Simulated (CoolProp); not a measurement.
Model: reference Helmholtz-energy equation of state, Lemmon 2005, in CoolProp. It is a short technical equation, of lower accuracy than the large ones.

For cis-2-butene, give the phase and the density (kg/m³), cv (kJ/(kg K)), speed of sound (m/s), expansivity (1/kK) at 406.1 K and 0.42 MPa; 160.5 K and 1.37 MPa.


- 406.1 K and 0.42 MPa: gas; density 7.31, cv 1.73, speed of sound 246, expansivity 2.86
- 160.5 K and 1.37 MPa: liquid; density 763, cv 1.35, speed of sound 1780, expansivity 1.35
